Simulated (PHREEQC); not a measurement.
0.032 g of hydrous ferric oxide (600 m²/g; 0.2 weak and 0.005 strong sites per Fe, Dzombak-Morel constants, diffuse double layer) in 1 kg of water with 0.005 mol/kgw of an inert sodium salt and 1.1e-06 mol/kgw CuSO4 and 6.9e-05 mol/kgw CaCl2, at 25 °C; the pH is set by adding NaOH or the inert anion's acid. Oxygen alone is held at its pressure in air (log pO2 = -0.68). No CO2 enters from the air. No solid was allowed to form.

The series has 17 steps of pH, from 4 to 10.

All values are PHREEQC results (ion-association model, wateq4f.dat), not measurements.

Question: Near which pH is half of the S sorbed, and on which side is more sorbed?

Answer: Near pH 6.1, with more sorbed at lower pH.

Question: Near which pH is half of the Cu sorbed, and on which side is more sorbed?

Answer: Near pH 5.5, with more sorbed at higher pH.

The database's constant for dissolved Cu(OH)2 is higher than later reviews accept.
